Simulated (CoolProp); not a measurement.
Vapour-liquid equilibrium of cis-2-butene (1) + methanol (2) at 404.2 K; x and y are mole fractions of (1).

The numbers come from the multi-fluid Helmholtz-energy mixture model, Lemmon 2005 and de Reuck 1993; pair parameters Bell 2016 in CoolProp.

| x | bubble pressure, mixture model (MPa) | bubble pressure, Raoult's law (MPa) | y, mixture model | y, Raoult's law |
|---|---|---|---|---|
| 0.05 | 1.242 | 0.9483 | 0.297 | 0.133 |
| 0.15 | 1.833 | 1.114 | 0.529 | 0.340 |
| 0.25 | 2.204 | 1.279 | 0.616 | 0.493 |
| 0.35 | 2.405 | 1.445 | 0.658 | 0.611 |
| 0.45 | 2.514 | 1.611 | 0.682 | 0.704 |
| 0.55 | 2.589 | 1.776 | 0.703 | 0.781 |
| 0.65 | 2.653 | 1.942 | 0.731 | 0.844 |
| 0.75 | 2.702 | 2.107 | 0.773 | 0.897 |
| 0.85 | 2.704 | 2.273 | 0.838 | 0.943 |
| 0.95 | 2.616 | 2.438 | 0.934 | 0.982 |

The largest gap from Raoult's law is +72.3 % in bubble pressure, at x = 0.25. y crosses x between x = 0.75 and 0.85: the model has an azeotrope there.

The pair parameters rest on a limited set of measurements; away from them the model extrapolates. With so large a gap from Raoult's law the liquid may split in two, which this calculation doesn't test in full.
